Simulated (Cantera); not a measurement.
What does this Cantera script print?

```python
import numpy as np
import cantera as ct

gas_names = [...]  # 136 gases of nasa_gas.yaml made of C, H, N, O
cond_names = """
    C(gr) C6H6(L) C7H8(L) C8H18(L),n-octa H2O(s) H2O(L)
""".split()


# ... load() reads the species with a 1 bar reference pressure and builds the phases ...
atoms = {
    'n-butane': {'C': 4, 'H': 10},
    'H2O': {'H': 2, 'O': 1},
    'N2': {'N': 2},
}
top_T = {'C(gr)': 4500}  # K; cautious upper limits of use, not melting points


# ... equilibrate(T, P, feed) seeds the gas with the atoms and calls Mixture.equilibrate('TP', solver="vcs", rtol=1e-11, max_steps=5000) ...
results = []
feed = {'n-butane': 1, 'H2O': 0.21, 'N2': 0.22}  # mol
T = 2773  # K
P = 1100  # Pa
mix = equilibrate(T, P, feed)
results.append((T, P, feed, dict(zip(mix.species_names, mix.species_moles))))
x = sorted(zip(gas.X, gas.species_names), reverse=True)
print(f"T = {T:g} K  P = {P:g} Pa  gas = {mix.phase_moles(0):.4g} mol")
print("   x: " + "  ".join(f"{s} {v:.3e}" for v, s in x if v > 0.0001))
print("   condensed (mol): " + ("  ".join(f"{mix.phase(i).name} {mix.phase_moles(i):.4g}"
      for i in range(1, mix.n_phases) if mix.phase_moles(i) > 1e-12) or "none"))
```

Output:

```
T = 2773 K  P = 1100 Pa  gas = 7.423 mol
   x: H 4.722e-01  H2 4.437e-01  CO 2.829e-02  N2 2.166e-02  C2H2,acetylene 1.351e-02  HCN 1.283e-02  C3 2.052e-03  HNC 1.993e-03  C2H 1.734e-03  CN 1.114e-03  C 4.446e-04  C2 1.993e-04  C4H2 1.712e-04
   condensed (mol): C(gr) 3.387
```

Method: chemical equilibrium by Gibbs-energy minimisation in Cantera with the NASA 1993 tables (ideal gas, pure condensed phases).
